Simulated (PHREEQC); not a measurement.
H3BO3 is added in steps, without added water, to 1 kg of water holding 11 mmol/kgw ZnSO4, 80 mmol/kgw ZnCl2, 8.8 mmol/kgw NaF and 1.6 mmol/kgw Na2SO4, at 25 °C. Oxygen is held at 0.21 atm. The system is closed to CO2. The run lets Zn(OH)2-a, Zn4(OH)6SO4, Zn5(OH)8Cl2, Halite, Mirabilite, Goslarite, ZnF2 precipitate or redissolve, and no other solid.

Base run: PHREEQC, ion-association model, wateq4f.dat. Each further column changes one thing. The table gives pH.

| H3BO3 added (mol) | base | temperature from 25 to 55 °C | temperature from 25 to 45 °C | NaF from 0.0088 to 0.00792 mol/kgw | no solid may form |
|---|---|---|---|---|---|
| 0 | 5.45 | 5.35 | 5.40 | 5.43 | 5.45 |
| 0.048 | 5.85 | 5.72 | 5.77 | 5.81 | 5.85 |
| 0.096 | 5.92 | 5.79 | 5.85 | 5.88 | 5.92 |
| 0.144 | 5.95 | 5.82 | 5.87 | 5.90 | 5.95 |
| 0.176 | 5.96 | 5.83 | 5.88 | 5.91 | 5.96 |
| 0.224 | 5.97 | 5.84 | 5.89 | 5.92 | 5.97 |
| 0.272 | 5.97 | 5.84 | 5.89 | 5.92 | 5.97 |
| 0.32 | 5.97 | 5.84 | 5.89 | 5.92 | 5.97 |

Real BF4- forms and hydrolyses slowly; the run takes it at equilibrium. Away from 25 °C the constants follow the database's enthalpies or fits; those with neither stay at their 25 °C values.
